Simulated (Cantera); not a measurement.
## TiO₂ + H₂ (hydrogen reduction and annealing atmospheres)

Charge: 1 mol TiO₂, a varied amount of H₂, at 1102 °C and 0.975 Torr.

Equilibrium computed with Cantera from the NASA thermochemical tables; the gas is ideal and each condensed phase is pure. Candidate condensed phases: H₂O, Ti, TiO, TiO₂, Ti₂O₃, Ti₃O₅, Ti₄O₇; 12 gas species. Mutual solubility and eutectic melting of coexisting phases are not modelled. Condensed phases not in the tables: Magnéli phases beyond Ti₄O₇. The numbers say what is thermodynamically allowed, not how fast it happens.

| n(H₂) (mol) | log p H₂ | log p H₂O | log p H | log p OH | n Ti₄O₇(s) | n Ti₃O₅(s) |
|---|---|---|---|---|---|---|
| 120 | -2.89 | -5.57 | -6.91 | -11.33 | 0.250 | 0 |
| 150 | -2.89 | -5.66 | -6.91 | -11.43 | 0.250 | 0 |
| 180 | -2.89 | -5.74 | -6.91 | -11.51 | 0.250 | 0 |
| 230 | -2.89 | -5.76 | -6.91 | -11.53 | 0.0831 | 0.223 |
| 280 | -2.89 | -5.81 | -6.91 | -11.58 | 0 | 0.333 |
| 350 | -2.89 | -5.91 | -6.91 | -11.67 | 0 | 0.333 |
| 440 | -2.89 | -6.01 | -6.91 | -11.77 | 0 | 0.333 |
| 540 | -2.89 | -6.10 | -6.91 | -11.86 | 0 | 0.333 |
| 680 | -2.89 | -6.20 | -6.91 | -11.96 | 0 | 0.333 |
| 840 | -2.89 | -6.29 | -6.91 | -12.05 | 0 | 0.333 |
| 1000 | -2.89 | -6.36 | -6.91 | -12.13 | 0 | 0.333 |
| 1300 | -2.89 | -6.48 | -6.91 | -12.24 | 0 | 0.333 |
log p: log10 of the partial pressure in bar; n: condensed amount in mol.

From 120 mol H₂ to 180 mol H₂ the condensed part is Ti₄O₇(s). At 230 mol H₂ the condensed part is Ti₃O₅(s) + Ti₄O₇(s). From 280 mol H₂ to 1300 mol H₂ the condensed part is Ti₃O₅(s).
